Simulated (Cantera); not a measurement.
V2O5 + H2 (hydrogen reduction and annealing atmospheres)

Input: 1 mol V2O5, 41 mol H2, held at 1725 K and 3.80 mbar.

Method: chemical equilibrium by Gibbs-energy minimisation in Cantera with the NASA 1993 tables (ideal gas, pure condensed phases). Candidate condensed phases: H2O, V, VO, V2O3, V2O4, V2O5; 12 gas species. Condensed phases not in the tables: the oxides between V2O3 and V2O5 other than VO2. Equilibrium is a limit: real reactors are often held back by kinetics, nucleation or transport.

```
Quantity                               Result
----------------------------------  ---------
x(H2)                                   0.948
x(H2O)                                 0.0487
x(H)                                  0.00293
x(VO2)                                5.33e-5
x(OH)                                 8.30e-6
x(VO)                                 1.61e-6
n(V2O3(s))                          0.999 mol
gas amount                          41.06 mol
log10 activity of V(s) (absent)         -3.19
log10 activity of V2O5(l) (absent)      -8.78
```
